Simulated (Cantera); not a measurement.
Equilibrium for thermal oxidation and active oxidation of silicon: Si + CO₂ + H₂

Input: 1 mol Si, 0.87 mol CO₂, a varied amount of H₂, at 1698.15 K and 10.0 mbar.

These are equilibrium values from Cantera (NASA tables, ideal gas, pure condensed phases), not measurements of a reactor. Candidate condensed phases: C, C₆H₆, C₇H₈, C₈H₁₈, H₂O, Si, SiC, SiO₂; 123 gas species. Equilibrium is a limit: real reactors are often held back by kinetics, nucleation or transport.

```csv
n(H₂) (mol),x H₂,x SiO,x CO,x H,x Si,x H₂O,x SiH₂,x SiH,n SiC(s)
1.7,0.493,0.272,0.234,0.00102,1.63e-5,9.51e-6,1.71e-6,1.79e-6,0.0650
2.8,0.616,0.206,0.177,0.00114,1.63e-5,8.99e-6,2.14e-6,2.00e-6,0.0650
4.6,0.724,0.147,0.127,0.00123,1.63e-5,7.57e-6,2.51e-6,2.17e-6,0.0650
7.6,0.813,0.100,0.0861,0.00131,1.63e-5,5.76e-6,2.82e-6,2.29e-6,0.0649
12,0.872,0.0680,0.0586,0.00135,1.63e-5,4.21e-6,3.03e-6,2.38e-6,0.0649
20,0.919,0.0430,0.0370,0.00139,1.63e-5,2.80e-6,3.19e-6,2.44e-6,0.0648
33,0.949,0.0269,0.0232,0.00141,1.63e-5,1.81e-6,3.29e-6,2.48e-6,0.0646
55,0.968,0.0165,0.0142,0.00142,1.63e-5,1.13e-6,3.36e-6,2.50e-6,0.0644
89,0.979,0.0103,0.00888,0.00143,1.63e-5,7.15e-7,3.40e-6,2.51e-6,0.0640
150,0.987,0.00615,0.00531,0.00144,1.63e-5,4.31e-7,3.42e-6,2.52e-6,0.0632
240,0.991,0.00385,0.00334,0.00144,1.63e-5,2.72e-7,3.43e-6,2.53e-6,0.0622
```
x: gas mole fraction; n: condensed amount in mol.

From 1.7 mol H₂ to 240 mol H₂ the condensed part is SiC(s). The main Si-bearing gas is SiO throughout.
